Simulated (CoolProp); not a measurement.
Properties of isobutene along the isotherm 202.05 °C (Tc = 144.9 °C, pc = 40.16 bar, ω = 0.193).

Computed with CoolProp (reference Helmholtz-energy equation of state, Lemmon 2005). It is a short technical equation, of lower accuracy than the large ones.

```csv
p (bar),phase,Z,cv (kJ/(kg K)),speed of sound (m/s),Joule-Thomson coefficient (K/MPa)
18.3,gas,0.8899,2.137,248.8,6.692
36.5,gas,0.7659,…,220.7,7.559
54.8,supercritical,0.6273,2.236,194.7,…
73,supercritical,0.5015,2.276,190.1,6.534
91.3,supercritical,…,2.262,232.5,…
110,supercritical,0.4751,2.242,288.8,2.057
128,supercritical,0.5094,…,…,1.346
146,supercritical,0.5495,2.224,…,0.9417
164,supercritical,0.5920,2.219,417.0,0.6831
183,supercritical,0.6381,2.216,452.5,0.4953
201,supercritical,0.6821,2.215,483.3,0.3656
```

Fill in the missing entries.


- 36.5, cv (kJ/(kg K)): 2.181
- 54.8, Joule-Thomson coefficient (K/MPa): 8.028
- 91.3, Z: 0.4581
- 91.3, Joule-Thomson coefficient (K/MPa): 3.603
- 128, cv (kJ/(kg K)): 2.231
- 128, speed of sound (m/s): 337.2
- 146, speed of sound (m/s): 379.5
